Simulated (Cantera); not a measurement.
A perfectly stirred reactor is fed with NO : N2 = 1 : 9.9 (molar parts), at 1.00 bar; it is held at 1475 K, and followed from long to short residence time.

Detailed kinetics in Cantera: GRI-Mech 3.0 (53 species, 325 reactions).

Task: What does this change do: temperature 1475 to 1600 K?

Result: 
```tsv
quantity	before	after
x(NO) at τ = 10.0 s	0.0906	0.0869
x(N2) at τ = 10.0 s	0.909	0.911
x(O) at τ = 10.0 s	9.21e-8	8.13e-7
x(N2O) at τ = 10.0 s	2.71e-6	2.78e-6
x(NO2) at τ = 10.0 s	3.54e-5	4.16e-5
x(NO) at τ = 0.120 s	0.0917	0.0917
x(N2) at τ = 0.120 s	0.908	0.908
x(O) at τ = 0.120 s	2.72e-8	3.32e-7
x(N2O) at τ = 0.120 s	1.97e-6	2.81e-6
x(NO2) at τ = 0.120 s	9.30e-6	1.72e-5
```

Task: What does this change do: temperature 1475 to 1625 K?

Result: 
```
quantity                before    after
---------------------  -------  -------
x(NO) at τ = 10.0 s     0.0906   0.0854
x(N2) at τ = 10.0 s      0.909    0.911
x(O) at τ = 10.0 s     9.21e-8  1.22e-6
x(N2O) at τ = 10.0 s   2.71e-6  2.74e-6
x(NO2) at τ = 10.0 s   3.54e-5  4.28e-5
x(NO) at τ = 0.120 s    0.0917   0.0916
x(N2) at τ = 0.120 s     0.908    0.908
x(O) at τ = 0.120 s    2.72e-8  4.86e-7
x(N2O) at τ = 0.120 s  1.97e-6  2.93e-6
x(NO2) at τ = 0.120 s  9.30e-6  1.77e-5
```
